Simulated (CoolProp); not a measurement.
Model: reference Helmholtz-energy equation of state, Bücker 2006, in CoolProp.

**Question.** For isobutane, give the phase and the cv (kJ/(kg K)) at 159.85 °C and 121 kPa.

**Answer.** 
- 159.85 °C and 121 kPa: gas; cv 2.15
